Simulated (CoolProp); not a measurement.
Properties of R141b at several states (Tc = 477.5 K, pc = 4212 kPa, ω = 0.220).

Model: reference Helmholtz-energy equation of state, Lemmon 2006, in CoolProp. It is a short technical equation, of lower accuracy than the large ones.

```
T (K)  p (kPa)   phase  density (kg/m³)  cv (kJ/(kg K))
-----  -------  ------  ---------------  --------------
477.5       43     gas            1.271          0.9046
379.2      571     gas            23.71          0.8371
372.8     4790  liquid             1092          0.8747
403.6     64.9     gas            2.282          0.8267
```
